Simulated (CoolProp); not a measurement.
Vapour-liquid equilibrium of carbon dioxide (1) + CH3F (R41) (2) at 222.2 K; x and y are mole fractions of (1).

Model: multi-fluid Helmholtz-energy mixture model, Span 1996 and Lemmon 2006; pair parameters Bell 2016, in CoolProp.

Question: Give the bubble pressure and the first vapour's composition at x = 0.2, 0.35, 0.8. Is there an azeotrope?

Answer: x = 0.2: 426.1 kPa, y = 0.287; x = 0.35: 464.0 kPa, y = 0.462; x = 0.8: 590.6 kPa, y = 0.873. No azeotrope shows between x = 0.05 and 0.95.

Pair parameters are fitted to limited data, so mixtures are less certain than the pure fluids.
